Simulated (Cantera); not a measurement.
Charge: 1 mol borazine, 0.51 mol H2O, 11 mol H2.

Cantera equilibrium calculation (NASA polynomials, part measured and part estimated; ideal gas, pure solids and liquids). Candidate condensed phases: B, BN, B2O3, B3O3H3, H2O; 39 gas species. The feed counts by its element totals alone. Mutual solubility and eutectic melting of coexisting phases are not modelled. Gases not in the tables: H3BO3. Rates play no part.

Stable condensed phases, one row left out:

```
T in K \ P in Pa
             10     28     77    220    600   1700   4600  13000  36000 100000
   1898       A      B      B      C      C      C      C      C      C      C
   1798       B      C      C      C      C      C      C      C      C      C
   1698       C      C      C      C      C      C      C      C      D      D
   1598       C      C      C      C      C      C      D      D      D      D
   1498       C      C      C      C      D      D      D      D      D      D
   1298       D      D      D      D      D      D      D      D      D      D
   1198       D      D      D      D      D      D      D      D      D      D
   1098       D      D      D      D      D      D      D      D      D      D
    998       D      D      D      D      D      D      D      D      D      D
    898       D      D      D      D      D      D      D      D      D      D
```

A: B; B: B + BN; C: BN; D: BN + B2O3.

**Question.** Give the row for 1398 K.

**Answer.** 10: BN; 28: BN; 77: BN + B2O3; 220: BN + B2O3; 600: BN + B2O3; 1700: BN + B2O3; 4600: BN + B2O3; 13000: BN + B2O3; 36000: BN + B2O3; 100000: BN + B2O3.
